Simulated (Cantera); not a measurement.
# Moist CO burnout

An isothermal, constant-pressure homogeneous reactor starts with 0.751 % CO, 0.326 % O2, 0.0504 % H2O, 98.9 % N2, equivalence ratio 1.2, at 1123 K and 4.74 atm.

Computed with Cantera and GRI-Mech 3.0 (53 species, 325 reactions).

```json
[
 {"t (s)": "9.00e-5", "x CO": "0.00751", "x O2": "0.00326", "x H2O": "0.000504", "x O": "1.32e-10", "x HO2": "1.22e-12", "x H2O2": "<1e-12"},
 {"t (s)": "0.000404", "x CO": "0.00751", "x O2": "0.00326", "x H2O": "0.000504", "x O": "4.87e-10", "x HO2": "4.00e-11", "x H2O2": "<1e-12"},
 {"t (s)": "0.00181", "x CO": "0.00751", "x O2": "0.00326", "x H2O": "0.000504", "x O": "1.23e-9", "x HO2": "6.05e-10", "x H2O2": "<1e-12"},
 {"t (s)": "0.00815", "x CO": "0.00751", "x O2": "0.00326", "x H2O": "0.000504", "x O": "5.15e-9", "x HO2": "8.35e-9", "x H2O2": "1.67e-12"},
 {"t (s)": "0.0366", "x CO": "0.00747", "x O2": "0.00324", "x H2O": "0.000503", "x O": "3.94e-7", "x HO2": "7.67e-7", "x H2O2": "1.35e-8"},
 {"t (s)": "0.164", "x CO": "0.00668", "x O2": "0.00285", "x H2O": "0.000496", "x O": "5.49e-7", "x HO2": "1.09e-6", "x H2O2": "2.73e-8"},
 {"t (s)": "0.738", "x CO": "0.00361", "x O2": "0.00131", "x H2O": "0.000494", "x O": "4.45e-7", "x HO2": "8.37e-7", "x H2O2": "1.62e-8"},
 {"t (s)": "3.31", "x CO": "0.000943", "x O2": "4.48e-8", "x H2O": "0.000457", "x O": "3.68e-11", "x HO2": "5.71e-11", "x H2O2": "<1e-12"},
 {"t (s)": "14.9", "x CO": "0.000938", "x O2": "1.14e-9", "x H2O": "0.000452", "x O": "<1e-12", "x HO2": "<1e-12", "x H2O2": "<1e-12"},
 {"t (s)": "66.8", "x CO": "0.000937", "x O2": "2.70e-10", "x H2O": "0.000451", "x O": "<1e-12", "x HO2": "<1e-12", "x H2O2": "<1e-12"},
 {"t (s)": "300", "x CO": "0.000937", "x O2": "2.35e-10", "x H2O": "0.000451", "x O": "<1e-12", "x HO2": "<1e-12", "x H2O2": "<1e-12"}
]
```
x: mole fraction; the columns are a selection and need not sum to one.

Equilibrium at this temperature and pressure: CO 0.000934, O2 <1e-12, H2O 0.000448, O <1e-12, HO2 <1e-12, H2O2 <1e-12 (gas phase only).
